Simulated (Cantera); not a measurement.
An isothermal, constant-pressure homogeneous reactor starts with CO : O2 : H2O : N2 = 0.0018 : 0.0021 : 0.00074 : 1 (molar parts), equivalence ratio 0.43, at 1150 K and 100.0 Torr.

Cantera simulation using GRI-Mech 3.0 (53 species, 325 reactions); the numbers are that mechanism's predictions, not measurements.

x: mole fraction; the columns are a selection and need not sum to one.

| t (s) | x CO | x O2 | x H2O | x H2 | x NO |
|---|---|---|---|---|---|
| 6.00e-5 | 0.00179 | 0.00209 | 0.000737 | <1e-12 | <1e-12 |
| 0.000198 | 0.00179 | 0.00209 | 0.000737 | <1e-12 | <1e-12 |
| 0.000653 | 0.00179 | 0.00209 | 0.000737 | <1e-12 | <1e-12 |
| 0.00216 | 0.00179 | 0.00209 | 0.000737 | <1e-12 | <1e-12 |
| 0.00711 | 0.00179 | 0.00209 | 0.000737 | <1e-12 | <1e-12 |
| 0.0235 | 0.00179 | 0.00209 | 0.000737 | 3.73e-12 | <1e-12 |
| 0.0775 | 0.00179 | 0.00209 | 0.000737 | 3.68e-10 | <1e-12 |
| 0.256 | 0.00156 | 0.00194 | 0.000697 | 9.55e-6 | 1.93e-9 |
| 0.843 | ? | 0.00123 | 0.000707 | ? | 1.76e-7 |
| 2.78 | 6.32e-6 | 0.00120 | 0.000735 | 7.31e-7 | 1.84e-7 |
| 9.18 | 5.52e-7 | 0.00120 | 0.000737 | 6.87e-8 | 1.84e-7 |
| 30.3 | ? | 0.00120 | 0.000737 | ? | 1.85e-7 |
| 100 | 7.63e-9 | 0.00120 | 0.000737 | 2.17e-9 | 1.85e-7 |

Question: Complete the blanks.

Answer: 
- 0.843, x CO: 8.41e-5
- 0.843, x H2: 1.14e-5
- 30.3, x CO: 5.05e-8
- 30.3, x H2: 9.20e-9
